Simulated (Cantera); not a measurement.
Input (Python, Cantera) and output of one run.

```python
import numpy as np
import cantera as ct

gas_names = """
    C CN CO CO2 C2 CCN CNC C2N2 C2O C3 C3O2 C4 C4N2 C5 Cu CuO Cu2 N NCO NO NO2 NO3 N2 N2O O O2 O3
""".split()
cond_names = """
    C(gr) Cu(cr) Cu(L) CuO(s) Cu2O(s) Cu2O(L)
""".split()


# ... load() reads the species with a 1 bar reference pressure and builds the phases ...
atoms = {
    'Cu2O': {'Cu': 2, 'O': 1},
    'C': {'C': 1},
    'N2': {'N': 2},
}
top_T = {'C(gr)': 4500, 'CuO(s)': 1390}  # K; cautious upper limits of use, not melting points


# ... equilibrate(T, P, feed) seeds the gas with the atoms and calls Mixture.equilibrate('TP', solver="vcs", rtol=1e-11, max_steps=5000) ...
results = []
feed = {'Cu2O': 1, 'C': 1.9, 'N2': 1.6}  # mol
P = 133.322  # Pa
for T in [1700, 1750, 1800, 1850, 1900, 1950, 2000, 2050, 2100, 2150, 2200, 2250, 2300]:
    mix = equilibrate(T, P, feed)
    results.append((T, P, feed, dict(zip(mix.species_names, mix.species_moles))))

top = {s: max(r[3][s] / sum(r[3][g] for g in gas_names) for r in results) for s in gas_names}
cols = sorted((s for s in top if top[s] > 1e-05), key=lambda s: -top[s])[:6]
seen = [c for c in cond_names if any(r[3].get(c, 0) > 1e-12 for r in results)]
print("log10 of partial pressures in bar; condensed amounts in mol")
print(f"{'T/K':>10s}" + "".join(f"{s[:9]:>10s}" for s in cols + seen))
for T, P, feed, n in results:
    ng = sum(n[g] for g in gas_names)
    print(f"{T:10.4g}" + "".join(f"{np.log10(max(n[s] / ng * P / 1e5, 1e-99)):10.3f}" for s in cols)
          + "".join(f"{n.get(c, 0):10.4g}" for c in seen))
```

Output:

```
log10 of partial pressures in bar; condensed amounts in mol
       T/K        N2        Cu        CO       Cu2        CN        C3     C(gr)     Cu(L)
      1700    -3.141    -3.799    -3.345    -6.716    -9.824   -14.348       0.9     1.647
      1750    -3.196    -3.525    -3.400    -6.339    -9.469   -13.624       0.9     1.247
      1800    -3.313    -3.266    -3.517    -5.984    -9.166   -12.941       0.9    0.2127
      1850    -3.333    -3.238    -3.538    -6.080    -8.835   -12.296       0.9         0
      1900    -3.334    -3.238    -3.538    -6.224    -8.512   -11.685       0.9         0
      1950    -3.334    -3.237    -3.538    -6.361    -8.206   -11.106       0.9         0
      2000    -3.334    -3.237    -3.538    -6.492    -7.915   -10.557       0.9         0
      2050    -3.334    -3.237    -3.538    -6.617    -7.639   -10.036    0.8999         0
      2100    -3.334    -3.237    -3.538    -6.736    -7.376    -9.540    0.8998         0
      2150    -3.334    -3.237    -3.538    -6.849    -7.125    -9.067    0.8997         0
      2200    -3.334    -3.237    -3.538    -6.958    -6.886    -8.617    0.8995         0
      2250    -3.334    -3.237    -3.538    -7.062    -6.657    -8.187    0.8991         0
      2300    -3.334    -3.237    -3.538    -7.161    -6.439    -7.777    0.8985         0
```

Cantera equilibrium calculation (NASA polynomials, part measured and part estimated; ideal gas, pure solids and liquids).
